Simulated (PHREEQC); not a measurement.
Dissolve 0.17 mol/kgw HCl and 0.094 mol/kgw CuCl2 at 25 °C. Closed to the air; pH follows from the charge balance.

Model: ion-association model, wateq4f.dat, run in PHREEQC.

Precipitation was switched off in this run.

### Question
Predict the pH, ionic strength, activity of water.

### Answer
pH 0.88; ionic strength 0.413 mol/kgw; activity of water 0.990.

### Question
In which forms is Cl present?

### Answer
Cl- 94 %, CuCl+ 5.0 %, CuCl2 0.7 % of the Cl.

Complexes and solids missing from the database can't appear.
